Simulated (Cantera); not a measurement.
Si + Cl2 + H2 (chlorosilane synthesis and conversion)

Charge: 1 mol Si, 0.92 mol Cl2, 19 mol H2, equilibrated at 1 atm.

These are equilibrium values from Cantera (NASA tables, ideal gas, pure condensed phases), not measurements of a reactor. Candidate condensed phases: Si; 19 gas species. The tables' values for SiCl3 are old estimates; treat these amounts as uncertain. Kinetics and transport are ignored.

```json
[
 {"T (K)": "1350", "log p H2": "-0.02", "log p HCl": "-1.34", "log p SiCl2": "-2.20", "log p SiHCl3": "-2.36", "log p SiCl4": "-2.43", "log p SiCl3": "-2.67", "n Si(s)": "0.663"},
 {"T (K)": "1375", "log p H2": "-0.02", "log p HCl": "-1.31", "log p SiCl2": "-2.14", "log p SiHCl3": "-2.43", "log p SiCl4": "-2.52", "log p SiCl3": "-2.66", "n Si(s)": "0.671"},
 {"T (K)": "1400", "log p H2": "-0.02", "log p HCl": "-1.29", "log p SiCl2": "-2.09", "log p SiHCl3": "-2.51", "log p SiCl4": "-2.62", "log p SiCl3": "-2.67", "n Si(s)": "0.678"},
 {"T (K)": "1425", "log p H2": "-0.03", "log p HCl": "-1.27", "log p SiCl2": "-2.04", "log p SiHCl3": "-2.59", "log p SiCl4": "-2.73", "log p SiCl3": "-2.68", "n Si(s)": "0.683"},
 {"T (K)": "1450", "log p H2": "-0.03", "log p HCl": "-1.26", "log p SiCl2": "-2.00", "log p SiHCl3": "-2.68", "log p SiCl4": "-2.85", "log p SiCl3": "-2.70", "n Si(s)": "0.687"},
 {"T (K)": "1475", "log p H2": "-0.03", "log p HCl": "-1.25", "log p SiCl2": "-1.97", "log p SiHCl3": "-2.77", "log p SiCl4": "-2.97", "log p SiCl3": "-2.73", "n Si(s)": "0.690"},
 {"T (K)": "1500", "log p H2": "-0.03", "log p HCl": "-1.24", "log p SiCl2": "-1.94", "log p SiHCl3": "-2.87", "log p SiCl4": "-3.09", "log p SiCl3": "-2.77", "n Si(s)": "0.692"},
 {"T (K)": "1525", "log p H2": "-0.03", "log p HCl": "-1.23", "log p SiCl2": "-1.92", "log p SiHCl3": "-2.97", "log p SiCl4": "-3.22", "log p SiCl3": "-2.81", "n Si(s)": "0.694"},
 {"T (K)": "1550", "log p H2": "-0.03", "log p HCl": "-1.23", "log p SiCl2": "-1.90", "log p SiHCl3": "-3.07", "log p SiCl4": "-3.36", "log p SiCl3": "-2.85", "n Si(s)": "0.694"},
 {"T (K)": "1575", "log p H2": "-0.03", "log p HCl": "-1.22", "log p SiCl2": "-1.88", "log p SiHCl3": "-3.17", "log p SiCl4": "-3.49", "log p SiCl3": "-2.90", "n Si(s)": "0.694"},
 {"T (K)": "1600", "log p H2": "-0.03", "log p HCl": "-1.22", "log p SiCl2": "-1.87", "log p SiHCl3": "-3.27", "log p SiCl4": "-3.62", "log p SiCl3": "-2.94", "n Si(s)": "0.694"},
 {"T (K)": "1625", "log p H2": "-0.03", "log p HCl": "-1.22", "log p SiCl2": "-1.86", "log p SiHCl3": "-3.37", "log p SiCl4": "-3.75", "log p SiCl3": "-2.99", "n Si(s)": "0.693"},
 {"T (K)": "1650", "log p H2": "-0.03", "log p HCl": "-1.22", "log p SiCl2": "-1.85", "log p SiHCl3": "-3.47", "log p SiCl4": "-3.88", "log p SiCl3": "-3.04", "n Si(s)": "0.693"}
]
```
log p: log10 of the partial pressure in bar; n: condensed amount in mol.

From 1350 K to 1650 K the condensed part is Si(s). The main Si-bearing gas is SiCl2 throughout.
